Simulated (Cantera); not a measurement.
Input: 1 mol Si₃N₄, 2.6 mol O₂, 780 mol N₂, 3.5 mol N₂O, held at 51.0 Pa.

Cantera equilibrium calculation (NASA polynomials, part measured and part estimated; ideal gas, pure solids and liquids). Candidate condensed phases: Si, SiO₂, Si₂N₂O, Si₃N₄; 16 gas species. The tables hold silica as quartz up to 1696 K and as liquid above; real silica turns to tridymite and cristobalite and melts near 1996 K. Kinetics and transport are ignored.

Problem. At 1350 °C, list the 4 most abundant gas species with their mole fractions, and the condensed phases.

Solution. N₂ 0.998, O₂ 0.00159, NO 0.000209, O 3.36e-5. Condensed: SiO₂(β-quartz).
